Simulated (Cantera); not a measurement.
Charge: 1 mol MgO, 2.9 mol CO, at 825 K and 0.380 bar.

These are equilibrium values from Cantera (NASA tables, ideal gas, pure condensed phases), not measurements of a reactor. Candidate condensed phases: C, Mg, MgCO₃, MgO; 15 gas species. Kinetics and transport are ignored.

Base state: CO₂ 0.786, CO 0.214 (mole fractions); condensed: C(graphite) + MgO(s).

Question: What changes in the equilibrium state with this change: temperature from 825 K to 2498.15 K?

Answer: 
```tsv
species	before	after
CO	0.214	0.918
Mg	<1e-9	0.0411
CO₂	0.786	0.0411
MgO	<1e-9	0.000134
O	<1e-9	6.17e-5
C(graphite), mol	1.28	0
MgO(s), mol	1.00	0.875
```
